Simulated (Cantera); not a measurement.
Charge: 1 mol PH3, 0.063 mol O2, 1.6 mol H2, held at 3048.15 K and 220 bar.

Equilibrium computed with Cantera from the NASA thermochemical tables; the gas is ideal and each condensed phase is pure. Candidate condensed phases: H2O, P, P4O10; 17 gas species. The ideal-gas law is rough above about 30 bar. Gases not in the tables: HPO2, HPO3 and P4O6. Equilibrium is a limit: real reactors are often held back by kinetics, nucleation or transport.

Base state: H2 0.817, P2 0.127, H2O 0.0256, H 0.0111, PO 0.00858, PH 0.00583, PH3 0.00253, P 0.00176 (mole fractions); condensed: gas only.

**Question.** What changes in the equilibrium state with this change: H2 from 1.6 to 7.7 mol?

**Answer.** 
```csv
species,before,after
H2,0.817,0.922
P2,0.127,0.0468
H,0.0111,0.0118
H2O,0.0256,0.0109
PO2,0.000202,1.73e-5
P4,0.000647,8.76e-5
PO,0.00858,0.00196
OH,0.000120,4.81e-5
P,0.00176,0.00107
```
